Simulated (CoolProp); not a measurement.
Vapour-liquid equilibrium of CH2F2 (R32) (1) + R1234yf (2) at 225.3 K; x and y are mole fractions of (1).

Model: multi-fluid Helmholtz-energy mixture model, Tillner-Roth 1997 and Lemmon 2022; pair parameters Bell 2023, in CoolProp.

```tsv
x	bubble pressure (kPa)	y at the bubble point	dew pressure at overall composition x (kPa)	liquid density (mol/L)
0.05	49.70	0.197	43.53	(withheld)
0.15	64.43	0.439	(withheld)	(withheld)
0.25	77.16	0.577	52.32	13.10
0.35	87.70	0.666	(withheld)	13.88
0.45	96.21	0.728	65.33	14.77
0.55	(withheld)	0.777	74.34	15.80
0.65	108.7	0.818	85.67	16.99
0.75	113.5	0.859	(withheld)	18.38
0.85	117.7	0.904	112.6	20.02
0.95	121.2	(withheld)	120.6	21.98
```

Problem. Some entries are withheld; supply them.

Solution. 
- 0.05, liquid density (mol/L): 11.80
- 0.15, dew pressure at overall composition x (kPa): 47.53
- 0.15, liquid density (mol/L): 12.41
- 0.35, dew pressure at overall composition x (kPa): 58.15
- 0.55, bubble pressure (kPa): 103.1
- 0.75, dew pressure at overall composition x (kPa): 99.30
- 0.95, y at the bubble point: 0.962

No azeotrope shows between x = 0.05 and 0.95.

The pair parameters rest on a limited set of measurements; away from them the model extrapolates.
